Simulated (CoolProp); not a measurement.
Carbonyl sulfide along the isobar 4650 kPa: fugacity coefficient from the reference equation and from simpler models built on Tc = 105.6 °C, pc = 6369 kPa, ω = 0.098; each cubic takes its own stable root.

Values from CoolProp's reference Helmholtz-energy equation of state, Lemmon 2006. It is a short technical equation, of lower accuracy than the large ones.

```
T (°C)   phase  reference  van der Waals  Redlich-Kwong  Soave-Redlich-Kwong  Peng-Robinson
------  ------  ---------  -------------  -------------  -------------------  -------------
-5.95   liquid     0.1186         0.2792         0.1306               0.1200         0.1180
18.85   liquid     0.2244         0.4004         0.2448               0.2282         0.2226
43.65   liquid     0.3727         0.5372         0.3990               0.3797         0.3689
68.45   liquid     0.5584         0.6817         0.5827               0.5670         0.5500
93.25      gas     0.7312         0.7641         0.7331               0.7315         0.7117
118.15     gas     0.7841         0.8011         0.7818               0.7831         0.7632
142.95     gas     0.8229         0.8301         0.8187               0.8223         0.8026
167.75     gas     0.8531         0.8536         0.8478               0.8533         0.8341
192.55     gas     0.8771         0.8730         0.8713               0.8784         0.8597
217.35     gas     0.8966         0.8892         0.8905               0.8989         0.8809
242.15     gas     0.9127         0.9029         0.9064               0.9158         0.8985
```
